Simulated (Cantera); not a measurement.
Feed: 1 mol SiH2Cl2, 5.7 mol NH3, 2.7 mol N2, at 0.0410 bar.

Equilibrium computed with Cantera from the NASA thermochemical tables; the gas is ideal and each condensed phase is pure. Candidate condensed phases: NH4Cl, Si, Si3N4; 28 gas species. The tables' values for SiCl, SiCl3, SiN are old estimates; treat these amounts as uncertain. Gases not in the tables: Si2H6 and higher silanes. Rates play no part.

x: gas mole fraction; n: condensed amount in mol.

```
T (°C)   x H2   x N2   x HCl  x SiCl2       x H      x Si    x SiCl  n Si3N4(s)  n Si(l)
------  -----  -----  ------  -------  --------  --------  --------  ----------  -------
1277    0.557  0.318   0.121  0.00388  0.000116   3.61e-8   5.71e-7       0.312        0
1327    0.558  0.320   0.115  0.00655  0.000201   1.91e-7   1.96e-6       0.298        0
1377    0.561  0.321   0.107   0.0102  0.000336   9.14e-7   6.05e-6       0.279        0
1427    0.563  0.323  0.0979   0.0146  0.000546   3.98e-6   1.70e-5       0.255        0
1477    0.566  0.325  0.0877   0.0195  0.000864   1.59e-5   4.39e-5       0.229        0
1527    0.569  0.328       …   0.0245         …         …  0.000105           …        0
1577    0.556  0.344  0.0709   0.0261         …         …  0.000196           0    0.569
1627    0.554  0.344  0.0721   0.0254   0.00292  0.000308  0.000298           0    0.576
1677    0.553  0.344  0.0732   0.0247   0.00421  0.000581  0.000441           0    0.580
```

Task: Complete the blanks.

Result: 
- 1577, x H: 0.00198
- 1577, x Si: 0.000157
- 1527, x HCl: 0.0773
- 1527, x H: 0.00133
- 1527, x Si: 5.85e-5
- 1527, n Si3N4(s): 0.203
